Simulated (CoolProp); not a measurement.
The fluid at 312.51 K and 0.745 MPa is compressed adiabatically to 4.66 MPa with isentropic efficiency 0.85. The same conditions are run with several fluids, on thermodynamics alone (safety and materials aside).

The numbers come from the reference Helmholtz-energy equation of state of each fluid (C2F6 (R116): Lemmon 2006; R407C: Lemmon 2003; oxygen: Schmidt 1985; R404A: Lemmon 2003; carbon dioxide: Span 1996) in CoolProp. Blends and air are pseudo-pure fits.

```tsv
fluid	work (kJ/kg)	final temperature (K)	final phase	final density (kg/m³)
C2F6 (R116)	38.1	[?]	supercritical	[?]
R407C	60.0	408.8	supercritical	159
oxygen	[?]	[?]	gas	32.0
R404A	50.6	[?]	supercritical	199
carbon dioxide	[?]	483.3	gas	53.1
```

Question: What belongs in the gaps?

Answer: 
- C2F6 (R116), final temperature (K): 377.4
- C2F6 (R116), final density (kg/m³): 258
- oxygen, work (kJ/kg): 229
- oxygen, final temperature (K): 553.9
- R404A, final temperature (K): 397.7
- carbon dioxide, work (kJ/kg): 150

Above 300 K oxygen's equation is extrapolated.
